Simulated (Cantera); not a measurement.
Input (Python, Cantera):

```python
import numpy as np
import cantera as ct

gas = ct.Solution("gri30.yaml")


def delay(T, t_max=10):
    gas.TPX = T, 1000000, {'CH4': 1, 'O2': 3.51, 'N2': 15.8}
    reactor = ct.IdealGasConstPressureReactor(gas, clone=False)
    net = ct.ReactorNet([reactor])
    net.rtol, net.atol = 1e-8, 1e-16
    while net.time < t_max:
        t_old, T_old = net.time, reactor.T
        net.step()
        if reactor.T > T + 400:  # ignition: a rise of 400 K
            return t_old + (T + 400 - T_old) / (reactor.T - T_old) * (net.time - t_old)
    return np.nan


taus = []
for T in [1323, 1423, 1523, 1623, 1723, 1823, 1923, 2023]:
    taus.append(delay(T))
    print(f"T0 = {T:6g} K   tau = {taus[-1]:.4e} s")
```

Result:

```
T0 =   1323 K   tau = 1.0452e-03 s
T0 =   1423 K   tau = 3.7091e-04 s
T0 =   1523 K   tau = 1.4454e-04 s
T0 =   1623 K   tau = 6.1629e-05 s
T0 =   1723 K   tau = 2.8793e-05 s
T0 =   1823 K   tau = 1.4722e-05 s
T0 =   1923 K   tau = 8.1810e-06 s
T0 =   2023 K   tau = 4.8914e-06 s
```

Cantera simulation using GRI-Mech 3.0 (53 species, 325 reactions); the numbers are that mechanism's predictions, not measurements.
